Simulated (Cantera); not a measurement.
Feed: 1 mol CH3F, 0.27 mol F2, 3.9 mol H2, at 2427 °C and 0.0130 bar.

Cantera equilibrium calculation (NASA polynomials, part measured and part estimated; ideal gas, pure solids and liquids). Candidate condensed phases: C, C6H6, C7H8, C8H18; 95 gas species. Kinetics and transport are ignored.

Base state: H2 0.447, H 0.333, HF 0.207, C2H2 (acetylene) 0.0105, C2H 0.000834, C3 0.000677, F 0.000523, C 0.000163 (mole fractions); condensed: C(graphite).

### Question
What changes in the equilibrium state with this change: temperature from 2427 °C to 1152 °C?

### Answer
```tsv
species	before	after
H2	0.447	0.750
HF	0.207	0.250
H	0.333	5.18e-5
C2H2 (acetylene)	0.0105	2.65e-6
C2H	0.000834	<1e-9
C3	0.000677	<1e-9
F	0.000523	<1e-9
C(graphite), mol	0.810	1.000
```
